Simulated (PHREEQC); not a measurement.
Consider water at 25 °C with 0.73 mol/kgw LiBr and 0.24 mol/kgw MgSO4. Closed to the air; pH follows from the charge balance.

All values are PHREEQC results (Pitzer model, pitzer.dat), not measurements.

Q: The ionic strength comes out as 1.69 mol/kgw. What activity coefficients do Li+, Mg+2, SO4-2, Br- get?

A: Li+ 0.92, Mg+2 0.27, SO4-2 0.044, Br- 0.61. Single-ion values are on the MacInnes scale.

This is a speciation only: nothing precipitates in the calculation. Complexes and solids missing from the database can't appear.
